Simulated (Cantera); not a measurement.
Cantera run, input and output.

```python
import numpy as np
import cantera as ct

gas = ct.Solution("gri30.yaml")
gas.TPX = 2800, 31000, {'CH4': 0.043, 'H2': 1, 'H': 0.0035}
reactor = ct.IdealGasConstPressureReactor(gas, energy="off", clone=False)
net = ct.ReactorNet([reactor])
net.rtol, net.atol = 1e-08, 1e-18
show = ['CH4', 'H2', 'H', 'CH2', 'C2H']
times = np.geomspace(0.0002, 1, 14)

steps = ct.SolutionArray(gas, extra=["t"])
rows = []
print(f"{'t/s':>10s}{'T/K':>9s}{'P/Pa':>11s}" + "".join(f"{s:>11s}" for s in show))
for t in times:
    while net.time < t:
        t_next = net.step()
        steps.append(gas.state, t=t_next)
    rows.append([np.interp(t, steps.t, y) for y in (steps.T, steps.P, *steps(*show).X.T)])
    print(f"{t:10.3e}{rows[-1][0]:9.1f}{rows[-1][1]:11.4g}" + "".join(f"{x:11.3e}" for x in rows[-1][2:]))
rate = np.gradient(steps.T, steps.t)
print("integrator steps:", len(steps.t))
if steps.T.max() > steps.T[0] + 200:
    print(f"time of steepest temperature rise: {steps.t[rate.argmax()]:.4e} s")
gas.TPX = 2800, 31000, {'CH4': 0.043, 'H2': 1, 'H': 0.0035}
gas.equilibrate("TP")
print(f"equilibrium (TP): T = {gas.T:.1f} K  " + "  ".join(f"{s} {gas[s].X[0]:.3e}" for s in show))
```

Output:

```
       t/s      T/K       P/Pa        CH4         H2          H        CH2        C2H
 2.000e-04   2800.0    3.1e+04  3.009e-04  9.077e-01  7.282e-02  5.579e-05  1.866e-04
 3.851e-04   2800.0    3.1e+04  9.961e-05  8.962e-01  8.473e-02  2.612e-05  2.209e-04
 7.415e-04   2800.0    3.1e+04  4.051e-05  8.808e-01  1.003e-01  1.546e-05  2.644e-04
 1.428e-03   2800.0    3.1e+04  2.395e-05  8.632e-01  1.181e-01  1.314e-05  3.140e-04
 2.749e-03   2800.0    3.1e+04  1.845e-05  8.501e-01  1.314e-01  1.287e-05  3.516e-04
 5.293e-03   2800.0    3.1e+04  1.707e-05  8.457e-01  1.358e-01  1.282e-05  3.640e-04
 1.019e-02   2800.0    3.1e+04  1.697e-05  8.454e-01  1.361e-01  1.282e-05  3.650e-04
 1.962e-02   2800.0    3.1e+04  1.697e-05  8.454e-01  1.361e-01  1.282e-05  3.650e-04
 3.778e-02   2800.0    3.1e+04  1.697e-05  8.454e-01  1.361e-01  1.282e-05  3.650e-04
 7.275e-02   2800.0    3.1e+04  1.697e-05  8.454e-01  1.361e-01  1.282e-05  3.650e-04
 1.401e-01   2800.0    3.1e+04  1.697e-05  8.454e-01  1.361e-01  1.282e-05  3.650e-04
 2.697e-01   2800.0    3.1e+04  1.697e-05  8.454e-01  1.361e-01  1.282e-05  3.650e-04
 5.194e-01   2800.0    3.1e+04  1.697e-05  8.454e-01  1.361e-01  1.282e-05  3.650e-04
 1.000e+00   2800.0    3.1e+04  1.697e-05  8.454e-01  1.361e-01  1.282e-05  3.650e-04
integrator steps: 1252
equilibrium (TP): T = 2800.0 K  CH4 1.729e-05  H2 8.454e-01  H 1.361e-01  CH2 1.306e-05  C2H 3.649e-04
```

Cantera simulation using GRI-Mech 3.0 (53 species, 325 reactions); the numbers are that mechanism's predictions, not measurements. GRI-Mech 3.0 stops at C3 and has no aromatics, soot or wall deposition, so with more carbon than oxygen in the feed, carbon stays in small species such as C2H2 where larger ones or solid carbon would form.
